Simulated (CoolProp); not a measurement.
Vapour-liquid equilibrium of acetone (1) + water (2) at 1.86 MPa; x and y are mole fractions of (1).

The numbers come from the multi-fluid Helmholtz-energy mixture model, Lemmon 2006 and Wagner 2002; pair parameters Bell 2016 in CoolProp.

```csv
x,"bubble temperature, mixture model (K)","bubble temperature, Raoult's law (K)","y, mixture model","y, Raoult's law"
0.05,(withheld),480.1,(withheld),0.083
0.2,(withheld),475.0,0.411,0.305
0.35,(withheld),469.9,0.534,0.493
0.5,453.5,464.9,0.619,0.649
0.65,451.1,460.1,(withheld),0.779
0.8,449.7,455.5,0.814,0.886
0.95,449.4,451.0,0.949,0.974
```

Question: Complete the blanks.

Answer: 
- 0.05, bubble temperature, mixture model (K): 475.6
- 0.05, y, mixture model: 0.149
- 0.2, bubble temperature, mixture model (K): 463.0
- 0.35, bubble temperature, mixture model (K): 456.9
- 0.65, y, mixture model: 0.706

The largest gap from Raoult's law is -13.0 K in bubble temperature, at x = 0.35. y crosses x between x = 0.8 and 0.95: the model has an azeotrope there.

Pair parameters are fitted to limited data, so mixtures are less certain than the pure fluids.
